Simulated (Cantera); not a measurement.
# Thermodynamics of silicon carbide growth, feed CH3SiCl3 + CH4 + H2

Input: 1 mol CH3SiCl3, 0.43 mol CH4, 310 mol H2, held at 2123.15 K and 58.0 mbar.

Method: chemical equilibrium by Gibbs-energy minimisation in Cantera with the NASA 1993 tables (ideal gas, pure condensed phases). Candidate condensed phases: C, C6H6, C7H8, C8H18, Si, SiC; 109 gas species. The feed counts by its element totals alone. The tables' values for SiCl are old estimates; treat these amounts as uncertain. Gases not in the tables: Si2H6 and higher silanes. Rates play no part.

```json
{
  "x(H2)": "0.974",
  "x(H)": "0.0147",
  "x(HCl)": "0.00933",
  "x(C2H2 (acetylene))": "0.000887",
  "x(Si)": "0.000333",
  "x(Cl)": "0.000103",
  "x(SiH)": "4.10e-5",
  "x(SiH2)": "2.27e-5",
  "x(SiCl2)": "2.12e-5",
  "n(SiC(s))": "0.850 mol",
  "gas_amount": "316.3 mol",
  "log10 activity of C(graphite) (absent)": "-0.13",
  "log10 activity of Si(l) (absent)": "-0.94"
}
```
